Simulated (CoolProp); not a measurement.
Aqueous potassium formate as a coolant, at 29 °C, 1 atm.

The numbers come from the Melinder's fits for secondary coolants in CoolProp.

```json
[
 {"mass %": "3.3", "freezing point (°C)": "-1.4", "density (kg/m³)": "1017", "cp (kJ/(kg K))": "4.055", "conductivity (W/(m K))": "0.605", "Prandtl number": "5.90"},
 {"mass %": "6.4", "freezing point (°C)": "-3.0", "density (kg/m³)": "1036", "cp (kJ/(kg K))": "3.942", "conductivity (W/(m K))": "0.598", "Prandtl number": "6.09"},
 {"mass %": "9.5", "freezing point (°C)": "-4.6", "density (kg/m³)": "1054", "cp (kJ/(kg K))": "3.831", "conductivity (W/(m K))": "0.591", "Prandtl number": "6.23"},
 {"mass %": "12.6", "freezing point (°C)": "?", "density (kg/m³)": "1073", "cp (kJ/(kg K))": "3.722", "conductivity (W/(m K))": "0.585", "Prandtl number": "6.37"},
 {"mass %": "15.7", "freezing point (°C)": "-8.5", "density (kg/m³)": "1092", "cp (kJ/(kg K))": "?", "conductivity (W/(m K))": "0.579", "Prandtl number": "6.55"},
 {"mass %": "18.8", "freezing point (°C)": "-10.7", "density (kg/m³)": "1111", "cp (kJ/(kg K))": "3.510", "conductivity (W/(m K))": "0.574", "Prandtl number": "6.78"},
 {"mass %": "21.9", "freezing point (°C)": "-13.2", "density (kg/m³)": "1131", "cp (kJ/(kg K))": "3.408", "conductivity (W/(m K))": "0.568", "Prandtl number": "?"},
 {"mass %": "25", "freezing point (°C)": "-15.9", "density (kg/m³)": "1152", "cp (kJ/(kg K))": "3.309", "conductivity (W/(m K))": "0.562", "Prandtl number": "7.39"},
 {"mass %": "28.1", "freezing point (°C)": "-19.1", "density (kg/m³)": "1173", "cp (kJ/(kg K))": "3.214", "conductivity (W/(m K))": "?", "Prandtl number": "7.75"},
 {"mass %": "31.2", "freezing point (°C)": "-22.6", "density (kg/m³)": "1195", "cp (kJ/(kg K))": "3.124", "conductivity (W/(m K))": "0.549", "Prandtl number": "8.12"},
 {"mass %": "34.3", "freezing point (°C)": "-26.5", "density (kg/m³)": "1216", "cp (kJ/(kg K))": "3.039", "conductivity (W/(m K))": "0.542", "Prandtl number": "8.50"}
]
```

**Question.** Fill in the missing entries.

**Answer.** 
- 12.6, freezing point (°C): -6.5
- 15.7, cp (kJ/(kg K)): 3.615
- 21.9, Prandtl number: 7.07
- 28.1, conductivity (W/(m K)): 0.556
